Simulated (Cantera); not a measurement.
HCl + O2 + N2 (abatement and gas-phase synthesis)

Feed: 1 mol HCl, 3.3 mol O2, 0.22 mol N2, equilibrated at 748.15 K and 99.0 bar.

Cantera equilibrium calculation (NASA polynomials, part measured and part estimated; ideal gas, pure solids and liquids). Candidate condensed phases: H2O, NH4Cl; 29 gas species. The ideal-gas law is rough above about 30 bar. Equilibrium is a limit: real reactors are often held back by kinetics, nucleation or transport.

| Quantity | Result |
|---|---|
| x(O2) | 0.716 |
| x(Cl2) | 0.107 |
| x(H2O) | 0.107 |
| x(N2) | 0.0513 |
| x(HCl) | 0.0193 |
| x(HOCl) | 1.37e-5 |
| x(NO2) | 3.80e-6 |
| gas amount | 4.291 mol |
